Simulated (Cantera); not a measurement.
**Catalytic combustion on Pt**

An isothermal plug-flow reactor at 900 K and 3230 Torr (inlet), inlet velocity 0.094 m/s, active area per volume 1200 1/m; feed CH4 : O2 : N2 : H2O = 0.004 : 0.018 : 0.79 : 0.068 (molar parts).

Cantera simulation using Deutschmann's 1995 Pt surface mechanism with GRI-Mech 3.0 gas chemistry; the numbers are that mechanism's predictions, not measurements. Catalytic surfaces can have several steady states; this one follows from the mechanism file's or the stated starting coverage. Mass transfer to the wall is taken as infinitely fast.

```tsv
z (m)	x CH4	x O2	x H2O	x CO2	x CO	θ free Pt	θ O*	θ OH*
3.1e-05	0.00452	0.0204	0.0773	2.66e-5	9.91e-7	0.105	0.883	0.0116
6.8e-05	0.00448	0.0203	0.0774	5.91e-5	1.23e-6	0.105	0.883	0.0117
0.00015	0.00441	0.0202	0.0775	0.000131	1.27e-6	0.105	0.883	0.0117
0.00031	0.00427	0.0199	0.0778	0.000269	1.23e-6	0.106	0.882	0.0117
0.00068	0.00397	0.0193	0.0784	0.000576	1.15e-6	0.107	0.881	0.0118
0.0015	0.00334	0.0181	0.0797	0.00120	9.75e-7	0.109	0.879	0.0120
0.0031	0.00234	0.0161	0.0817	0.00219	6.93e-7	0.112	0.875	0.0123
```
x: gas mole fraction; θ: surface coverage.
